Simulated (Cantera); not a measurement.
An adiabatic, constant-pressure homogeneous reactor starts with 12.5 % H2, 18.4 % O2, 69.1 % N2, at 1200 K and 750 Torr.

Model: the H2/O2 subset of GRI-Mech 3.0, which has no nitrogen chemistry, integrated in Cantera.

One state of this run: T (K) = 2077; x H2 = 0.000186; x O2 = 0.128; x H2O2 = 1.12e-7; x OH = 0.00299; x O = 0.000425. x: mole fraction; the columns are a selection and need not sum to one.

**Question.** Which value of t (s) does it belong to?
A. 0.000160
B. 4.00e-6
C. 0.00641
D. 4.68e-5

**Answer.** C, 0.00641
